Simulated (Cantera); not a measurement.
An isothermal plug-flow reactor at 648 K and 5.00 bar (inlet), inlet velocity 1.7 m/s, active area per volume 400 1/m; feed CO : O₂ : N₂ : H₂O = 0.028 : 0.03 : 0.79 : 0.078 (molar parts), equivalence ratio 0.47.

Model: Deutschmann's 1995 Pt surface mechanism with GRI-Mech 3.0 gas chemistry, integrated in Cantera. Catalytic surfaces can have several steady states; this one follows from the mechanism file's or the stated starting coverage. Mass transfer to the wall is taken as infinitely fast.

What does this change do: temperature 648 to 948 K?


| quantity | before | after |
|---|---|---|
| x(CO) at z = 0.077 m | 0.0300 | <1e-12 |
| x(O₂) at z = 0.077 m | 0.0323 | 0.0175 |
| x(H₂O) at z = 0.077 m | 0.0842 | 0.0855 |
| x(CO₂) at z = 0.077 m | 0.000273 | 0.0307 |
| θ(free Pt) at the exit | 0.00512 | 0.146 |
| θ(O*) at the exit | 0.00152 | 0.842 |
